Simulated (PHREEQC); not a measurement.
FeCl3 is added in steps, without added water, to 1 kg of water holding 3.4 mmol/kgw NH3 and 5.2 mmol/kgw (CH3)4NCl, at 25 °C. O2 is buffered at 0.21 atm. The system is closed to CO2. The run lets Hematite precipitate or redissolve, and no other solid.

Base run: PHREEQC, ion-association model, wateq4f.dat. Each further column changes one thing. The table gives Fe in solution (mol/kgw).

| FeCl3 added (mol) | base | Debye-Hückel limiting law | all activity coefficients set to 1 | metal-ligand complexes left out | database phreeqc.dat |
|---|---|---|---|---|---|
| 0 | 0 | 0 | 0 | 0 | 0 |
| 0.00026 | 1.83e-14 | (withheld) | 1.72e-14 | 1.83e-14 | 1.84e-14 |
| 0.00052 | 0 | 0 | 0 | 0 | 0 |
| 0.00065 | 0 | 0 | 0 | 0 | 0 |
| 0.00091 | 0 | 0 | 0 | 0 | 0 |
| 0.00117 | 3.33e-12 | 3.33e-12 | 3.12e-12 | 3.33e-12 | 3.33e-12 |
| 0.00143 | 9.60e-11 | 9.85e-11 | 7.86e-11 | 9.39e-11 | 9.60e-11 |
| 0.00169 | 3.54e-10 | 3.71e-10 | 2.75e-10 | (withheld) | 3.54e-10 |
| 0.00195 | 8.45e-10 | 9.00e-10 | (withheld) | 7.94e-10 | 8.45e-10 |
| 0.00208 | 1.20e-9 | 1.29e-9 | 8.86e-10 | 1.12e-9 | 1.20e-9 |
| 0.00234 | 2.18e-9 | 2.37e-9 | (withheld) | 1.99e-9 | 2.18e-9 |
| 0.0026 | 3.58e-9 | 3.94e-9 | 2.53e-9 | (withheld) | 3.58e-9 |

### Question
Some entries are withheld; supply them.

### Answer

- 0.00026, Debye-Hückel limiting law: 1.85e-14
- 0.00169, metal-ligand complexes left out: 3.39e-10
- 0.00195, all activity coefficients set to 1: 6.33e-10
- 0.00234, all activity coefficients set to 1: 1.57e-9
- 0.0026, metal-ligand complexes left out: 3.23e-9

(CH3)4N+ isn't in the database: it is added as a free cation with an ion size of 4 Å. phreeqc.dat and wateq4f.dat share most of their constants, so their agreement is no independent check.
